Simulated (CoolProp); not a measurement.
Vapour-liquid equilibrium of hydrogen sulfide (1) + isobutane (2) at 1.67 bar; x and y are mole fractions of (1).

Computed with CoolProp (multi-fluid Helmholtz-energy mixture model, Lemmon 2006 and Bücker 2006; pair parameters Kunz 2012).

```json
[
 {"x": "0.05", "bubble temperature (K)": "263.5", "y at the bubble point": "0.362", "dew temperature at overall composition x (K)": "273.5", "liquid density (mol/L)": "10.52"},
 {"x": "0.125", "bubble temperature (K)": "250.8", "y at the bubble point": "0.642", "dew temperature at overall composition x (K)": "271.3", "liquid density (mol/L)": "11.34"},
 {"x": "0.2", "bubble temperature (K)": "242.4", "y at the bubble point": "0.771", "dew temperature at overall composition x (K)": "269.0", "liquid density (mol/L)": "12.14"},
 {"x": "0.275", "bubble temperature (K)": "237.0", "y at the bubble point": "0.836", "dew temperature at overall composition x (K)": "266.6", "liquid density (mol/L)": "12.96"},
 {"x": "0.35", "bubble temperature (K)": "233.4", "y at the bubble point": "0.872", "dew temperature at overall composition x (K)": "263.9", "liquid density (mol/L)": "13.81"},
 {"x": "0.425", "bubble temperature (K)": "231.0", "y at the bubble point": "0.894", "dew temperature at overall composition x (K)": "261.1", "liquid density (mol/L)": "14.73"},
 {"x": "0.5", "bubble temperature (K)": "229.4", "y at the bubble point": "0.908", "dew temperature at overall composition x (K)": "257.9", "liquid density (mol/L)": "15.73"},
 {"x": "0.575", "bubble temperature (K)": "228.2", "y at the bubble point": "0.919", "dew temperature at overall composition x (K)": "254.4", "liquid density (mol/L)": "16.84"},
 {"x": "0.65", "bubble temperature (K)": "227.3", "y at the bubble point": "0.928", "dew temperature at overall composition x (K)": "250.4", "liquid density (mol/L)": "18.10"},
 {"x": "0.725", "bubble temperature (K)": "226.5", "y at the bubble point": "0.937", "dew temperature at overall composition x (K)": "245.7", "liquid density (mol/L)": "19.54"},
 {"x": "0.8", "bubble temperature (K)": "225.7", "y at the bubble point": "0.947", "dew temperature at overall composition x (K)": "240.1", "liquid density (mol/L)": "21.20"},
 {"x": "0.875", "bubble temperature (K)": "224.8", "y at the bubble point": "0.962", "dew temperature at overall composition x (K)": "233.0", "liquid density (mol/L)": "23.16"},
 {"x": "0.95", "bubble temperature (K)": "223.9", "y at the bubble point": "0.982", "dew temperature at overall composition x (K)": "225.5", "liquid density (mol/L)": "25.49"}
]
```

No azeotrope shows between x = 0.05 and 0.95.

The pair parameters rest on a limited set of measurements; away from them the model extrapolates.
